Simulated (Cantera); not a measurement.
Charge: 1 mol Cu2O, 0.94 mol C, 0.42 mol CO, at 1400 °C and 0.00110 bar.

Method: chemical equilibrium by Gibbs-energy minimisation in Cantera with the NASA 1993 tables (ideal gas, pure condensed phases). Candidate condensed phases: C, Cu, CuO, Cu2O; 15 gas species. Equilibrium is a limit: real reactors are often held back by kinetics, nucleation or transport.

Base state: CO 0.859, Cu 0.101, CO2 0.0397, Cu2 0.000107 (mole fractions); condensed: Cu(l).

Q: What changes in the equilibrium state with this change: Cu2O replaced by Ta2O5?

A: 
| species | before | after |
|---|---|---|
| CO | 0.859 | 1.000 |
| CO2 | 0.0397 | 0.000293 |
| Cu | 0.101 | 0 |
| Cu2 | 0.000107 | 0 |
| Cu(l), mol | 1.85 | 0 |
| TaC(s), mol | 0 | 0.269 |
| Ta2O5(s), mol | 0 | 0.866 |
Mutual solubility and eutectic melting of coexisting phases are not modelled. TaC: taken at fixed stoichiometry. Condensed phases not in the tables: Ta2C. Further candidate phases: Ta, TaC, Ta2O5.
